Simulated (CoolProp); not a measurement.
Vapour-liquid equilibrium of propane (1) + n-pentane (2) at 325.2 K; x and y are mole fractions of (1).

Model: multi-fluid Helmholtz-energy mixture model, Lemmon 2009 and Thol 2019; pair parameters Kunz 2012, in CoolProp.

Q: Give the bubble pressure and the first vapour's composition at x = 0.125, 0.275, 0.575. Is there an azeotrope?

A: x = 0.125: 3.686 bar, y = 0.566; x = 0.275: 5.988 bar, y = 0.758; x = 0.575: 10.57 bar, y = 0.901. No azeotrope shows between x = 0.05 and 0.95.

The pair parameters rest on a limited set of measurements; away from them the model extrapolates.
